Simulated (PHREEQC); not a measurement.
A solution holds 1.3 mmol/kgw H2SO4 and 9.7 mmol/kgw K2SO4, at 20 °C. Closed to the air; pH follows from the charge balance.

All values are PHREEQC results (ion-association model, wateq4f.dat), not measurements.

Each row changes one thing in this solution. Precipitation was switched off in this run.

```
case                                           pH  ionic strength (mol/kgw)  SO4-2 (mol/kgw)
------------------------------------------  -----  ------------------------  ---------------
as made                                      2.81                    0.0302          0.00958
diluted 10-fold with water                   3.64                   0.00324          0.00107
K2SO4 left out                                [?]                       [?]          0.00112
K2SO4 replaced by KOH at the same molality  11.97                    0.0109          0.00125
diluted 100-fold with water                  4.60                  0.000329              [?]
H2SO4 from 0.0013 to 0.00013 mol/kgw         3.80                    0.0282          0.00916
H2SO4 from 0.0013 to 0.00026 mol/kgw         3.50                    0.0284          0.00921
H2SO4 left out                               7.16                    0.0279          0.00911
K2SO4 from 0.0097 to 0.0485 mol/kgw          3.04                     0.131           0.0406
```

### Question
What belongs in the gaps?

### Answer

- K2SO4 left out, pH: 2.64
- K2SO4 left out, ionic strength (mol/kgw): 0.00353
- diluted 100-fold with water, SO4-2 (mol/kgw): 0.000110

Complexes and solids missing from the database can't appear.
